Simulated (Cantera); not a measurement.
## Low-pressure radical oxidation in H2/O2

A perfectly stirred reactor is fed with 1.94 % H2, 84.5 % O2, 13.5 % N2, equivalence ratio 0.011, at 1330 Pa; it is held at 1225 K, and followed from long to short residence time.

Cantera simulation using GRI-Mech 3.0 (53 species, 325 reactions); the numbers are that mechanism's predictions, not measurements. Radical loss at walls, strong at low pressure, is not modelled.

```json
[
 {"τ (s)": "8.2", "x H2": "2.22e-5", "x O2": "0.843", "x NO": "2.13e-8", "x N2O": "4.41e-9", "x H2O2": "1.74e-8", "x H": "1.88e-5"},
 {"τ (s)": "2.1", "x H2": "4.95e-5", "x O2": "0.842", "x NO": "1.83e-8", "x N2O": "3.92e-9", "x H2O2": "2.38e-8", "x H": "6.88e-5"},
 {"τ (s)": "0.52", "x H2": "0.000110", "x O2": "0.840", "x NO": "2.13e-8", "x N2O": "3.31e-9", "x H2O2": "3.02e-8", "x H": "0.000235"},
 {"τ (s)": "0.13", "x H2": "0.000241", "x O2": "0.836", "x NO": "2.34e-8", "x N2O": "2.62e-9", "x H2O2": "3.61e-8", "x H": "0.000643"},
 {"τ (s)": "0.033", "x H2": "0.000557", "x O2": "0.832", "x NO": "1.61e-8", "x N2O": "1.80e-9", "x H2O2": "4.48e-8", "x H": "0.00127"},
 {"τ (s)": "0.0082", "x H2": "0.00152", "x O2": "0.831", "x NO": "6.30e-9", "x N2O": "8.59e-10", "x H2O2": "6.54e-8", "x H": "0.00189"},
 {"τ (s)": "0.0020", "x H2": "0.00464", "x O2": "0.833", "x NO": "1.36e-9", "x N2O": "2.30e-10", "x H2O2": "9.94e-8", "x H": "0.00212"}
]
```
x: mole fraction; the columns are a selection and need not sum to one.
